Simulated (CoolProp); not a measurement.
Dry air at 377.69 K and 0.861 MPa is compressed adiabatically to 2.1 MPa with isentropic efficiency 0.7. Each further row changes one setting.

Computed with CoolProp (reference Helmholtz-energy equation of state, Lemmon 2000). It is a pseudo-pure fit of the blend.

| case | work (kJ/kg) | final temperature (K) | final density (kg/m³) |
|---|---|---|---|
| as stated | ___ | ___ | 13.7 |
| efficiency 1 | 110 | ___ | ___ |
| efficiency 0.65 | ___ | ___ | ___ |

Problem. Fill in the missing entries.

Solution. 
- as stated, work (kJ/kg): 158
- as stated, final temperature (K): 531.7
- efficiency 1, final temperature (K): 486.2
- efficiency 1, final density (kg/m³): 14.9
- efficiency 0.65, work (kJ/kg): 170
- efficiency 0.65, final temperature (K): 543.3
- efficiency 0.65, final density (kg/m³): 13.4
